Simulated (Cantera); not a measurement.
# Premixed flame

A freely propagating, adiabatic, planar premixed flame of 6.79 % CH4, 17.9 % O2, 67.2 % N2, 8.15 % CO2, equivalence ratio 0.76, unburnt at 425 K and 0.133 bar; mixture-averaged transport, grid criteria slope 0.08 and curve 0.16, no radiation.

Cantera simulation using GRI-Mech 3.0 (53 species, 325 reactions); the numbers are that mechanism's predictions, not measurements. Burning velocities carry a grid error of a few per cent, more on coarse grids.

| z (mm) | T (K) | u (m/s) | x CH4 | x O2 | x CO2 | x CH2CO | x CH2 | x C2H |
|---|---|---|---|---|---|---|---|---|
| -9.74 | 425 | 0.525 | 0.0679 | 0.179 | 0.0815 | <1e-8 | <1e-8 | <1e-8 |
| -6.49 | 426 | 0.527 | 0.0678 | 0.178 | 0.0814 | <1e-8 | <1e-8 | <1e-8 |
| -4.87 | 430 | 0.533 | 0.0674 | 0.178 | 0.0813 | <1e-8 | <1e-8 | <1e-8 |
| -3.25 | 469 | 0.583 | 0.0648 | 0.175 | 0.0812 | 5.77e-8 | <1e-8 | <1e-8 |
| -1.62 | 759 | 0.952 | 0.0476 | 0.152 | 0.0833 | 2.46e-6 | 9.72e-8 | <1e-8 |
| -0.811 | 1081 | 1.37 | 0.0273 | 0.121 | 0.0887 | 1.37e-5 | 2.46e-6 | <1e-8 |
| 0 | 1396 | 1.77 | 0.00702 | 0.0840 | 0.0986 | 2.15e-5 | 1.24e-5 | <1e-8 |
| 0.811 | 1519 | 1.93 | 0.000589 | 0.0635 | 0.110 | 2.95e-6 | 2.28e-6 | <1e-8 |
| 1.62 | 1550 | 1.96 | 2.82e-5 | 0.0568 | 0.118 | 9.11e-8 | 1.23e-7 | <1e-8 |
| 3.25 | 1585 | 2.00 | 8.26e-8 | 0.0531 | 0.126 | <1e-8 | <1e-8 | <1e-8 |
| 6.49 | 1631 | 2.05 | <1e-8 | 0.0509 | 0.130 | <1e-8 | <1e-8 | <1e-8 |
| 13.0 | 1687 | 2.11 | <1e-8 | 0.0491 | 0.134 | <1e-8 | <1e-8 | <1e-8 |
| 26.0 | 1744 | 2.18 | <1e-8 | 0.0471 | 0.138 | <1e-8 | <1e-8 | <1e-8 |
x: mole fraction of selected species; z is measured from the peak of heat release.

```
Property                      Value
------------------------  ---------
laminar burning velocity  52.5 cm/s
thermal thickness           3.25 mm
peak x(CH2CO)               2.37e-5
peak x(CH2)                 1.24e-5
peak x(C2H)                   <1e-8
grid points                     148
```
